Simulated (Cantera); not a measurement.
A perfectly stirred reactor is fed with CH₄ : O₂ : N₂ : H₂O = 1 : 3.28 : 12.3 : 1.6 (molar parts), equivalence ratio 0.61, at 390 Torr; it is adiabatic with a 575 K inlet, and is followed from long to short residence time, starting on the burning branch (τ in s: 0.13, 0.048, 0.017, 0.0062, 0.0022, 0.0008, 0.00029, 0.0001, 3.7e-05, 1.3e-05).

Cantera simulation using GRI-Mech 3.0 (53 species, 325 reactions); the numbers are that mechanism's predictions, not measurements.

x: mole fraction; the columns are a selection and need not sum to one.

```csv
τ (s),T (K),x CH₄,x O₂,x H₂O,x H₂O₂,x NO,x C₂H₄
0.13,1764,1.08e-5,0.0702,0.197,8.09e-8,1.07e-5,1.41e-9
0.048,1757,2.05e-5,0.0702,0.196,1.21e-7,8.90e-6,3.41e-9
0.017,1742,3.99e-5,0.0705,0.195,1.83e-7,7.42e-6,7.92e-9
0.0062,1719,7.84e-5,0.0711,0.193,2.74e-7,6.44e-6,1.78e-8
0.0022,1679,0.000167,0.0724,0.191,4.20e-7,5.61e-6,4.63e-8
0.00080,1616,0.000403,0.0753,0.187,6.57e-7,4.23e-6,1.65e-7
0.00029,1500,?,?,0.182,?,?,?
0.00010,575,0.0550,0.180,0.0880,<1e-12,<1e-12,<1e-12
3.7e-5,575,0.0550,0.180,0.0880,<1e-12,<1e-12,<1e-12
1.3e-5,575,0.0550,0.180,0.0880,<1e-12,<1e-12,<1e-12
```

Some entries are withheld; supply them.


- 0.00029, x CH₄: 0.00164
- 0.00029, x O₂: 0.0846
- 0.00029, x H₂O₂: 1.11e-6
- 0.00029, x NO: 1.58e-6
- 0.00029, x C₂H₄: 1.90e-6
